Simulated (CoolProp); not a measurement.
Vapour-liquid equilibrium of propane (1) + dimethyl ether (2) at 5.33 kPa; x and y are mole fractions of (1).

The numbers come from the multi-fluid Helmholtz-energy mixture model, Lemmon 2009 and Wu 2011; pair parameters Bell 2016 in CoolProp.

```
x     bubble temperature (K)  y at the bubble point  dew temperature at overall composition x (K)  liquid density (mol/L)
----  ----------------------  ---------------------  --------------------------------------------  ----------------------
0.05                   192.8                  0.301                                         196.2                   17.32
0.2                    186.7                  0.626                                         194.2                   16.87
0.35                   184.2                  0.731                                         192.0                   16.36
0.5                    182.9                  0.787                                         189.3                   15.86
0.65                   182.0                  0.832                                         186.1                   15.39
0.8                    181.3                  0.884                                         182.6                   14.95
0.95                   180.8                  0.962                                         180.8                   14.55
```

No azeotrope shows between x = 0.05 and 0.95.

Pair parameters are fitted to limited data, so mixtures are less certain than the pure fluids.
